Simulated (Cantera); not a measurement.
Feed: 1 mol Si3N4, 1.1 mol N2O, 940 mol H2, 1.4 mol CO2, equilibrated at 133 Pa.

These are equilibrium values from Cantera (NASA tables, ideal gas, pure condensed phases), not measurements of a reactor. Candidate condensed phases: C, C6H6, C7H8, C8H18, H2O, Si, SiC, SiO2, Si2N2O, Si3N4; 151 gas species. Mutual solubility and eutectic melting of coexisting phases are not modelled. The tables hold silica as quartz up to 1696 K and as liquid above; real silica turns to tridymite and cristobalite and melts near 1996 K. The numbers say what is thermodynamically allowed, not how fast it happens.

Task: At 1248 K, list the 5 most abundant gas species with their mole fractions, and the condensed phases.

Result: H2 0.996, N2 0.00206, CO 0.00148, SiO 3.42e-5, H 1.28e-5. Condensed: SiO2(β-quartz) + Si2N2O(s).
